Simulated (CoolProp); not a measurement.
Tetrahydrofuran along the isotherm 102.05 °C: Z from the reference equation and from simpler models built on Tc = 267.0 °C, pc = 53.04 bar, ω = 0.234; each cubic takes its own stable root.

Model: reference Helmholtz-energy equation of state, Fiedler 2023, in CoolProp.

```csv
p (bar),phase,reference,Redlich-Kwong,Soave-Redlich-Kwong
22.1,liquid,0.06422,0.07152,0.06913
44.2,liquid,0.1279,0.1418,0.1373
66.3,liquid,0.1910,0.2109,0.2047
88.4,liquid,0.2537,0.2791,?
111,liquid,0.3174,?,0.3389
133,liquid,0.3789,0.4143,0.4039
155,liquid,0.4401,0.4799,?
177,liquid,0.5008,0.5449,0.5325
199,liquid,?,0.6093,0.5960
221,liquid,0.6213,0.6732,0.6591
243,liquid,0.6811,0.7366,0.7219
265,liquid,0.7406,0.7996,0.7842
```

Problem. Complete the blanks.

Solution. 
- 88.4, Soave-Redlich-Kwong: 0.2714
- 111, Redlich-Kwong: 0.3480
- 155, Soave-Redlich-Kwong: 0.4685
- 199, reference: 0.5612
